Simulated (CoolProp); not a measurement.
Vapour pressure (MPa) of isobutene: the reference equation beside estimates from Tc = 418.1 K, pc = 4.016 MPa, ω = 0.193. Clausius-Clapeyron is anchored at 317.1 K with a constant enthalpy of vaporisation of 18.88 kJ/mol.

Values from CoolProp's reference Helmholtz-energy equation of state, Lemmon 2005. It is a short technical equation, of lower accuracy than the large ones.

| T (K) | reference | Lee-Kesler | Clausius-Clapeyron | Redlich-Kwong | Soave-Redlich-Kwong |
|---|---|---|---|---|---|
| 297.9 | 0.3027 | 0.3035 | 0.3288 | 0.4071 | 0.3034 |
| 302.7 | 0.3493 | 0.3506 | 0.3711 | 0.4638 | 0.3506 |
| 307.5 | 0.4011 | 0.4029 | 0.4172 | 0.5259 | 0.4031 |
| 312.3 | 0.4584 | 0.4608 | 0.4673 | 0.5936 | 0.4613 |
| 317.1 | 0.5217 | 0.5247 | 0.5217 | 0.6673 | 0.5256 |
| 321.9 | 0.5912 | 0.5948 | 0.5805 | 0.7472 | 0.5964 |
| 326.7 | 0.6674 | 0.6716 | 0.6438 | 0.8335 | 0.6741 |
| 331.5 | 0.7507 | 0.7554 | 0.7120 | 0.9266 | 0.7590 |
| 336.3 | 0.8413 | 0.8466 | 0.7852 | 1.027 | 0.8515 |
| 341.1 | 0.9398 | 0.9455 | 0.8634 | 1.134 | 0.9521 |
| 345.9 | 1.047 | 1.053 | 0.9470 | 1.248 | 1.061 |
| 350.6 | 1.160 | 1.166 | 1.034 | 1.368 | 1.177 |
| 355.4 | 1.284 | 1.291 | 1.129 | 1.498 | 1.304 |
| 360.2 | 1.418 | 1.425 | 1.229 | 1.636 | 1.440 |
| 365 | 1.562 | 1.569 | 1.335 | 1.782 | 1.587 |

Absolute difference from the reference over all 15 rows, mean and median: Lee-Kesler 0.5 and 0.5 %, Clausius-Clapeyron 7.1 and 6.7 %, Redlich-Kwong 23.8 and 23.4 %, Soave-Redlich-Kwong 1.0 and 1.1 %.
